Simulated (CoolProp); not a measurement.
A single-stage vapour-compression cycle with R113: evaporating at 327.15 K (dew point), condensing at 371.15 K (bubble point), superheat 10 K, subcooling 8 K, compressor efficiency 0.85, no pressure losses. Each further row changes one setting.

Values from CoolProp's reference Helmholtz-energy equation of state, Marx 1992.

```csv
case,cooling COP,pressure ratio,discharge temperature (K),refrigerating effect (kJ/kg),volumetric capacity (kJ/m³)
as stated,5.57,3.34,372.0,114,996
evaporating temperature 332.15 K,6.53,2.86,[?],[?],[?]
condensing temperature 366.15 K,[?],[?],368.2,119,1040
subcooling 13 K,5.82,3.34,372.0,119,1040
superheat 20 K,5.71,3.34,[?],[?],1020
compressor efficiency 0.75,4.92,3.34,[?],114,996
```

Question: What belongs in the gaps?

Answer: 
- evaporating temperature 332.15 K, discharge temperature (K): 372.8
- evaporating temperature 332.15 K, refrigerating effect (kJ/kg): 118
- evaporating temperature 332.15 K, volumetric capacity (kJ/m³): 1180
- condensing temperature 366.15 K, cooling COP: 6.46
- condensing temperature 366.15 K, pressure ratio: 2.96
- superheat 20 K, discharge temperature (K): 382.2
- superheat 20 K, refrigerating effect (kJ/kg): 121
- compressor efficiency 0.75, discharge temperature (K): 375.5
